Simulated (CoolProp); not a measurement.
Vapour-liquid equilibrium of toluene (1) + o-xylene (2) at 0.208 MPa; x and y are mole fractions of (1).

Values from CoolProp's multi-fluid Helmholtz-energy mixture model, Lemmon 2006 and Zhou 2012; pair parameters Bell 2016.

Task: Give the bubble temperature and the first vapour's composition at x = 0.05, 0.25, 0.55. Is there an azeotrope?

Result: x = 0.05: 444.5 K, y = 0.096; x = 0.25: 435.5 K, y = 0.415; x = 0.55: 424.0 K, y = 0.731. No azeotrope shows between x = 0.05 and 0.95.

The pair parameters rest on a limited set of measurements; away from them the model extrapolates.
